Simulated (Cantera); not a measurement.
A perfectly stirred reactor is fed with H₂ : O₂ = 0.0081 : 1 (molar parts), at 25.5 Torr; it is held at 1148 K, and followed from long to short residence time.

Computed with Cantera and the H2/O2 subset of GRI-Mech 3.0, which has no nitrogen chemistry. Radical loss at walls, strong at low pressure, is not modelled.

### Question
Predict: x(H₂) at τ = 4.60 s; x(O₂) at τ = 4.60 s; x(H₂O) at τ = 4.60 s; x(OH) at τ = 4.60 s; x(H₂O₂) at τ = 4.60 s; x(H₂) at τ = 66.0 ms; x(O₂) at τ = 66.0 ms; x(H₂O) at τ = 66.0 ms; x(OH) at τ = 66.0 ms; x(H₂O₂) at τ = 66.0 ms.

### Answer
```json
{
 "x(H₂) at τ = 4.60 s": "1.79e-5",
 "x(O₂) at τ = 4.60 s": "0.992",
 "x(H₂O) at τ = 4.60 s": "0.00800",
 "x(OH) at τ = 4.60 s": "9.82e-5",
 "x(H₂O₂) at τ = 4.60 s": "1.99e-8",
 "x(H₂) at τ = 66.0 ms": "0.000195",
 "x(O₂) at τ = 66.0 ms": "0.989",
 "x(H₂O) at τ = 66.0 ms": "0.00761",
 "x(OH) at τ = 66.0 ms": "0.000417",
 "x(H₂O₂) at τ = 66.0 ms": "5.71e-8"
}
```
